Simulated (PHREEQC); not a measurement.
Dissolve 0.002 mol NaHSO4, 0.0091 mol Na2CO3 and 0.21 mol NaCl per kg of water at 20 °C. Closed to the air; pH follows from the charge balance.

Equilibrium calculation in PHREEQC: ion-association model, wateq4f.dat.

| Property | Value |
|---|---|
| pH | 10.22 |
| ionic strength | 0.231 mol/kgw |
| activity of water | 0.992 |
| total alkalinity | 16.2 meq/kg |

```tsv
species	molality	activity	log γ
Na+	0.226	0.167	-0.132
Cl-	0.210	0.147	-0.153
CO3-2	0.00352	0.00105	-0.526
NaCO3-	0.00342	0.00253	-0.131
HCO3-	0.00203	0.00150	-0.131
SO4-2	0.00153	0.000428	-0.553
NaSO4-	0.000469	0.000347	-0.131
OH-	0.000161	0.000112	-0.157
NaHCO3	0.000133	0.000141	0.023
CO2	2.07e-7	2.19e-7	0.023
```

Precipitation was switched off in this run. Species that the database lacks are ignored.
